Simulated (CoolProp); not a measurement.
Propylene glycol along the isotherm 467.5 K: density (kg/m³) from the reference equation and from simpler models built on Tc = 674.0 K, pc = 7292 kPa, ω = 0.327; each cubic takes its own stable root.

Computed with CoolProp (reference Helmholtz-energy equation of state, Eisenbach 2021).

```csv
p (kPa),phase,reference,van der Waals,Redlich-Kwong,Soave-Redlich-Kwong,Peng-Robinson
684,liquid,886.5,14.40,825.1,868.9,983.1
1370,liquid,887.3,31.66,827.0,870.1,984.3
2050,liquid,888.1,570.5,828.7,871.3,985.5
2730,liquid,888.9,572.8,830.5,872.5,986.6
3420,liquid,889.6,575.0,832.2,873.6,987.7
4100,liquid,890.4,577.1,833.9,874.8,988.8
4790,liquid,891.2,579.1,835.6,875.9,990.0
5470,liquid,891.9,581.1,837.2,877.1,991.0
6150,liquid,892.7,583.0,838.8,878.2,992.1
6840,liquid,893.4,584.8,840.4,879.3,993.2
7520,liquid,894.1,586.6,841.9,880.4,994.2
8200,liquid,894.9,588.3,843.4,881.4,995.3
8890,liquid,895.6,590.0,844.9,882.5,996.3
9570,liquid,896.3,591.6,846.4,883.5,997.3
10300,liquid,897.1,593.3,848.0,884.6,998.4
10900,liquid,897.7,594.7,849.2,885.5,999.2
```

At some of these states van der Waals gives the other phase, because its saturation line lies elsewhere.
